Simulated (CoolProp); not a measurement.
Values from CoolProp's reference Helmholtz-energy equation of state, Lemmon 2006. It is a short technical equation, of lower accuracy than the large ones.

**Question.** Give the vapour pressure (MPa), liquid density (kg/m³), enthalpy of vaporisation (kJ/kg), liquid cp (kJ/(kg K)) of saturated toluene at 152.85, 171.85 °C.

**Answer.** 
| T (°C) | p (MPa) | liquid density (kg/m³) | enthalpy of vaporisation (kJ/kg) | liquid cp (kJ/(kg K)) |
|---|---|---|---|---|
| 152.85 | 0.294 | 734 | 331 | 2.17 |
| 171.85 | 0.440 | 712 | 316 | 2.25 |
